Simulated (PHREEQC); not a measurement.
Dissolve 0.0055 mol/kgw Cu(BF4)2, 0.00012 mol/kgw HNO3 and 0.00025 mol/kgw Na2SO4 at 25 °C. Closed to the air; pH follows from the charge balance.

The numbers come from PHREEQC with the ion-association model, phreeqc.dat.

Each row changes one thing in this solution. This is a speciation only: nothing precipitates in the calculation.

```
case                                          pH  ionic strength (mol/kgw)  SO4-2 (mol/kgw)  HSO4- (mol/kgw)  NaSO4- (mol/kgw)
------------------------------------------  ----  ------------------------  ---------------  ---------------  ----------------
as made                                     2.91                    0.0181         0.000170          1.39e-5           2.52e-7
diluted 5-fold with water                   3.06                   0.00431          4.18e-5          2.91e-6           1.58e-8
HNO3 left out                               2.92                    0.0180         0.000170          1.34e-5           2.53e-7
diluted 2-fold with water                   2.97                   0.00955          9.43e-5          7.25e-6           7.92e-8
Cu(BF4)2 left out                           3.94                  0.000864         0.000247          2.48e-6           5.42e-7
HNO3 replaced by KNO3 at the same molality  2.92                    0.0181         0.000170          1.34e-5           2.52e-7
temperature from 25 to 60 °C                3.00                    0.0177         0.000156          2.37e-5        (withheld)
HNO3 from 0.00012 to 0.00018 mol/kgw        2.90                    0.0181         0.000170          1.42e-5           2.52e-7
0.00027 mol/kgw ZnSO4 added                 2.91                    0.0188         0.000351       (withheld)           5.16e-7
```

Question: Some entries are withheld; supply them.

Answer: 
- temperature from 25 to 60 °C, NaSO4- (mol/kgw): 2.74e-7
- 0.00027 mol/kgw ZnSO4 added, HSO4- (mol/kgw): 2.85e-5

At this temperature some constants are extrapolated from 25 °C, and those without enthalpy data are left unchanged. Real BF4- forms and hydrolyses slowly; the run takes it at equilibrium.
